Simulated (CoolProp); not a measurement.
Vapour-liquid equilibrium of R13 (1) + n-butane (2) at -50.45 °C; x and y are mole fractions of (1).

Values from CoolProp's multi-fluid Helmholtz-energy mixture model, Platzer 1990 and Bücker 2006; pair parameters Bell 2016. This equation is an older, rougher fit; its heat capacities, sound speeds and derivatives of the liquid may be far off and weren't checked against measurements.

Task: Give the bubble pressure and the first vapour's composition at x = 0.05, 0.65, 0.95. Is there an azeotrope?

Result: x = 0.05: 0.05437 MPa, y = 0.834; x = 0.65: 0.2984 MPa, y = 0.980; x = 0.95: 0.3909 MPa, y = 0.996. No azeotrope shows between x = 0.05 and 0.95.

The pair parameters rest on a limited set of measurements; away from them the model extrapolates. With so large a gap from Raoult's law the liquid may split in two, which this calculation doesn't test in full.
